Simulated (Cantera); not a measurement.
A perfectly stirred reactor is fed with 6.14 % N₂O, 93.9 % O₂, at 0.140 bar; it is held at 1500 K, and followed from long to short residence time.

Computed with Cantera and GRI-Mech 3.0 (53 species, 325 reactions). GRI-Mech 3.0 was tuned for natural gas; its chemistry of N2O as a main component is partial and can be far from experiment.

One state of this run: x N₂O = 0.0123; x O₂ = 0.934; x NO = 0.0110; x NO₂ = 1.74e-5; x O = 6.28e-5. x: mole fraction; the columns are a selection and need not sum to one.

Q: Which value of τ (s) does it belong to?
A) 0.0014
B) 0.12
C) 0.00031
D) 0.52

A: D, 0.52
